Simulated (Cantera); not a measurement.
What does this Cantera script print?

```python
import numpy as np
import cantera as ct

gas_names = [...]  # 118 gases of nasa_gas.yaml made of C, Cl, F, H
cond_names = """
    C(gr) C6H6(L) C7H8(L) C8H18(L),n-octa
""".split()


# ... load() reads the species with a 1 bar reference pressure and builds the phases ...
atoms = {
    'C2F6': {'C': 2, 'F': 6},
    'HCl': {'H': 1, 'CL': 1},
    'H2': {'H': 2},
}
top_T = {'C(gr)': 4500}  # K; cautious upper limits of use, not melting points


# ... equilibrate(T, P, feed) seeds the gas with the atoms and calls Mixture.equilibrate('TP', solver="vcs", rtol=1e-11, max_steps=5000) ...
results = []
T = 3000  # K
P = 100000  # Pa
for m in [0.074, 0.17, 0.38, 0.87, 2, 4.5, 10]:
    feed = {'C2F6': 1, 'HCl': 0.82, 'H2': m}  # mol
    mix = equilibrate(T, P, feed)
    results.append((T, P, feed, dict(zip(mix.species_names, mix.species_moles))))

top = {s: max(r[3][s] / sum(r[3][g] for g in gas_names) for r in results) for s in gas_names}
cols = sorted((s for s in top if top[s] > 1e-05), key=lambda s: -top[s])[:5]
seen = [c for c in cond_names if any(r[3].get(c, 0) > 1e-12 for r in results)]
print("log10 of partial pressures in bar; condensed amounts in mol")
print(f"{'n(H2)':>10s}" + "".join(f"{s[:9]:>10s}" for s in cols + seen))
for T, P, feed, n in results:
    ng = sum(n[g] for g in gas_names)
    print(f"{feed['H2']:10.4g}" + "".join(f"{np.log10(max(n[s] / ng * P / 1e5, 1e-99)):10.3f}" for s in cols)
          + "".join(f"{n.get(c, 0):10.4g}" for c in seen))
```

Output:

```
log10 of partial pressures in bar; condensed amounts in mol
     n(H2)        HF        H2       CF2         F        CL     C(gr)
     0.074    -0.701    -6.168    -0.471    -0.626    -0.777   0.09116
      0.17    -0.631    -6.002    -0.498    -0.640    -0.786    0.1709
      0.38    -0.515    -5.709    -0.559    -0.670    -0.806    0.3451
      0.87    -0.344    -5.206    -0.719    -0.750    -0.847    0.7486
         2    -0.137    -4.172    -1.341    -1.061    -0.934     1.623
       4.5    -0.162    -0.840    -4.722    -2.752    -1.682      1.81
        10    -0.388    -0.392    -5.623    -3.202    -2.092     1.166
```

Cantera equilibrium calculation (NASA polynomials, part measured and part estimated; ideal gas, pure solids and liquids). The feed counts by its element totals alone. The tables' values for C2F4, CCl are old estimates; treat these amounts as uncertain. Gases not in the tables: C2F6 and larger saturated fluorocarbons.
